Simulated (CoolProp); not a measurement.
Saturated liquid density (kg/m³) of benzene: the reference equation beside estimates from Tc = 562.0 K, pc = 4906 kPa, ω = 0.211. Rackett uses Z = 0.29056 − 0.08775 ω.

Values from CoolProp's reference Helmholtz-energy equation of state, Thol 2012.

```tsv
T (K)	reference	Rackett	van der Waals
313.4	857.1	845.4	519.7
332.6	836.3	825.8	508.4
351.8	815.0	805.5	496.4
371	793.1	784.4	483.8
390.2	770.5	762.4	470.4
409.4	747.0	739.2	456.2
428.6	722.2	714.6	440.9
447.8	695.9	688.3	424.3
```

Absolute difference from the reference over all 8 rows, mean and median: Rackett 1.1 and 1.1 %, van der Waals 39.1 and 39.0 %.
